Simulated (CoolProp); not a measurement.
Properties of CH2F2 (R32) along the isotherm 82.25 °C (Tc = 78.1 °C, pc = 5.783 MPa, ω = 0.277).

Values from CoolProp's reference Helmholtz-energy equation of state, Tillner-Roth 1997.

```json
[
 {"p (MPa)": "3.61", "phase": "gas", "density (kg/m³)": "87.24", "cp (kJ/(kg K))": "1.576", "speed of sound (m/s)": "218.3", "Joule-Thomson coefficient (K/MPa)": "13.24"},
 {"p (MPa)": "7.23", "phase": "supercritical", "density (kg/m³)": "[?]", "cp (kJ/(kg K))": "4.428", "speed of sound (m/s)": "238.5", "Joule-Thomson coefficient (K/MPa)": "2.887"},
 {"p (MPa)": "10.8", "phase": "supercritical", "density (kg/m³)": "751.1", "cp (kJ/(kg K))": "2.461", "speed of sound (m/s)": "359.4", "Joule-Thomson coefficient (K/MPa)": "1.130"},
 {"p (MPa)": "14.5", "phase": "supercritical", "density (kg/m³)": "804.4", "cp (kJ/(kg K))": "2.111", "speed of sound (m/s)": "428.1", "Joule-Thomson coefficient (K/MPa)": "0.6599"},
 {"p (MPa)": "18.1", "phase": "supercritical", "density (kg/m³)": "839.8", "cp (kJ/(kg K))": "1.954", "speed of sound (m/s)": "478.0", "Joule-Thomson coefficient (K/MPa)": "0.4275"},
 {"p (MPa)": "21.7", "phase": "supercritical", "density (kg/m³)": "867.4", "cp (kJ/(kg K))": "1.859", "speed of sound (m/s)": "519.2", "Joule-Thomson coefficient (K/MPa)": "0.2810"},
 {"p (MPa)": "25.3", "phase": "supercritical", "density (kg/m³)": "890.2", "cp (kJ/(kg K))": "1.794", "speed of sound (m/s)": "554.9", "Joule-Thomson coefficient (K/MPa)": "0.1786"},
 {"p (MPa)": "28.9", "phase": "supercritical", "density (kg/m³)": "909.8", "cp (kJ/(kg K))": "1.747", "speed of sound (m/s)": "586.8", "Joule-Thomson coefficient (K/MPa)": "0.1025"},
 {"p (MPa)": "32.5", "phase": "supercritical", "density (kg/m³)": "927.0", "cp (kJ/(kg K))": "1.710", "speed of sound (m/s)": "615.9", "Joule-Thomson coefficient (K/MPa)": "0.04332"},
 {"p (MPa)": "36.1", "phase": "supercritical", "density (kg/m³)": "942.4", "cp (kJ/(kg K))": "1.681", "speed of sound (m/s)": "642.7", "Joule-Thomson coefficient (K/MPa)": "[?]"},
 {"p (MPa)": "39.8", "phase": "supercritical", "density (kg/m³)": "956.8", "cp (kJ/(kg K))": "1.657", "speed of sound (m/s)": "668.3", "Joule-Thomson coefficient (K/MPa)": "-0.04401"},
 {"p (MPa)": "43.4", "phase": "supercritical", "density (kg/m³)": "[?]", "cp (kJ/(kg K))": "1.637", "speed of sound (m/s)": "691.7", "Joule-Thomson coefficient (K/MPa)": "-0.07643"},
 {"p (MPa)": "47", "phase": "supercritical", "density (kg/m³)": "981.5", "cp (kJ/(kg K))": "1.621", "speed of sound (m/s)": "713.9", "Joule-Thomson coefficient (K/MPa)": "-0.1040"},
 {"p (MPa)": "50.6", "phase": "supercritical", "density (kg/m³)": "992.5", "cp (kJ/(kg K))": "1.606", "speed of sound (m/s)": "735.0", "Joule-Thomson coefficient (K/MPa)": "-0.1277"},
 {"p (MPa)": "54.2", "phase": "supercritical", "density (kg/m³)": "1003", "cp (kJ/(kg K))": "1.594", "speed of sound (m/s)": "755.1", "Joule-Thomson coefficient (K/MPa)": "[?]"},
 {"p (MPa)": "57.8", "phase": "supercritical", "density (kg/m³)": "1013", "cp (kJ/(kg K))": "1.583", "speed of sound (m/s)": "774.3", "Joule-Thomson coefficient (K/MPa)": "-0.1664"}
]
```

Task: Fill in the missing entries.

Result: 
- 7.23, density (kg/m³): 634.8
- 36.1, Joule-Thomson coefficient (K/MPa): -0.004102
- 43.4, density (kg/m³): 969.6
- 54.2, Joule-Thomson coefficient (K/MPa): -0.1483

The peak of cp marks the crossing from liquid-like to gas-like fluid above the critical point.
